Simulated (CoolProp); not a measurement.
Values from CoolProp's reference Helmholtz-energy equation of state, Lemmon 2006. It is a short technical equation, of lower accuracy than the large ones.

Question: For acetone, give the phase and the density (kg/m³), cp (kJ/(kg K)), isothermal compressibility (1/MPa), expansivity (1/kK) at 276.85 °C and 0.626 MPa; 276.85 °C and 1.09 MPa.

Answer: 
- 276.85 °C and 0.626 MPa: gas; density 8.29, cp 2.05, isothermal compressibility 1.67, expansivity 2.10
- 276.85 °C and 1.09 MPa: gas; density 14.9, cp 2.09, isothermal compressibility 0.989, expansivity 2.34
